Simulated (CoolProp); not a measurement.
Saturation properties of R143a.

The numbers come from the reference Helmholtz-energy equation of state, Lemmon and Jacobsen 2000 in CoolProp.

```csv
T (K),p (MPa),liquid cp (kJ/(kg K)),surface tension (mN/m),liquid conductivity (mW/(m K))
192.4,0.01493,1.249,19.4,119
200.8,0.02589,1.265,18.1,114
209.2,0.04264,1.284,16.8,110
217.6,0.06716,1.304,15.5,106
226.1,0.1022,1.325,14.3,102
234.5,0.1497,1.349,13.0,97.6
242.9,0.2127,1.374,11.8,93.7
251.3,0.2945,1.403,10.6,90.0
259.8,0.3997,1.435,9.44,86.3
268.2,0.5296,1.471,8.30,82.8
276.6,0.6890,1.513,7.19,79.3
285,0.8819,1.564,6.12,75.8
293.5,1.116,1.627,5.07,72.4
301.9,1.389,1.708,4.08,68.9
310.3,1.711,1.819,3.13,65.5
```

It boils at 225.9 K under 1 atm.

Thermal conductivity comes from a separate model (McLinden 2000), an estimate that may be off by 10 % or more. Surface tension comes from a separate correlation (Mulero 2014).
